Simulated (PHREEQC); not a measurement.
Make-up at 25 °C: 0.0012 mol/kgw HF, 0.015 mol/kgw H2SiF6 and 0.093 mol/kgw H3PO4. Closed to the air; pH follows from the charge balance.

Equilibrium calculation in PHREEQC: ion-association model, phreeqc.dat.

Question: The ionic strength comes out as 0.0592 mol/kgw. What activity coefficients do H2PO4-, HF2-, H+, SiF6-2, F- get?

Answer: H2PO4- 0.82, HF2- 0.81, H+ 0.85, SiF6-2 0.44, F- 0.80.

Precipitation was switched off in this run. Saturation is exceeded, for instance for Quartz (slow to form), Chalcedony (slow to form); the values hold only as long as no solid forms. Species that the database lacks are ignored. SiF6-2 is the database's only silicon fluoride.
